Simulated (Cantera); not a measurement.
A perfectly stirred reactor is fed with 4.05 % CH₄, 0.158 % C₂H₆, 20.1 % O₂, 75.7 % N₂, at 18.0 bar; it is adiabatic with a 650 K inlet, and is followed from long to short residence time, starting on the burning branch (τ in s: 0.032, 0.015, 0.0067, 0.0031, 0.0014, 0.00066, 0.0003, 0.00014, 6.5e-05).

Detailed kinetics in Cantera: GRI-Mech 3.0 (53 species, 325 reactions). The pressure lies above the range GRI-Mech 3.0 was tuned for (to about 10 atm).

Problem. Predict: blow-out, bracketed by the residence times tried; x(CH₄) at τ = 32.0 ms; x(C₂H₆) at τ = 32.0 ms; x(O₂) at τ = 32.0 ms; x(CH₂O) at τ = 32.0 ms; x(CH₂) at τ = 32.0 ms; x(CH₄) at τ = 1.40 ms; x(C₂H₆) at τ = 1.40 ms; x(O₂) at τ = 1.40 ms; x(CH₂O) at τ = 1.40 ms; x(CH₂) at τ = 1.40 ms.

Solution. 
```json
{
  "blow_out_bracketed_by_the_residence_times_tried": "burning at 1.40 ms, out at 0.660 ms",
  "x(CH₄) at τ = 32.0 ms": "1.84e-5",
  "x(C₂H₆) at τ = 32.0 ms": "1.77e-7",
  "x(O₂) at τ = 32.0 ms": "0.115",
  "x(CH₂O) at τ = 32.0 ms": "1.89e-6",
  "x(CH₂) at τ = 32.0 ms": "3.11e-9",
  "x(CH₄) at τ = 1.40 ms": "0.000404",
  "x(C₂H₆) at τ = 1.40 ms": "6.18e-6",
  "x(O₂) at τ = 1.40 ms": "0.117",
  "x(CH₂O) at τ = 1.40 ms": "4.87e-5",
  "x(CH₂) at τ = 1.40 ms": "4.12e-8"
}
```
